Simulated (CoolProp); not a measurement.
20 sccm (0 °C, 1 atm) of nitrogen bubbles through liquid water at 307.4 K and leaves saturated at a total pressure of 0.119 MPa (ideal gas phase). Each further row changes one setting.

The numbers come from the reference Helmholtz-energy equation of state, Wagner 2002 in CoolProp.

| case | vapour pressure (kPa) | mole fraction of vapour | delivery (mg/min) | delivery (sccm) | change of delivery for a bath 1 K warmer (%) |
|---|---|---|---|---|---|
| as stated | 5.40 | 0.0454 | 0.764 | 0.951 | 6.0 |
| bath temperature 312.4 K | 7.09 | 0.0596 | 1.02 | 1.27 | 5.9 |
| total pressure 0.238 MPa | 5.40 | 0.0227 | 0.373 | 0.464 | 5.8 |
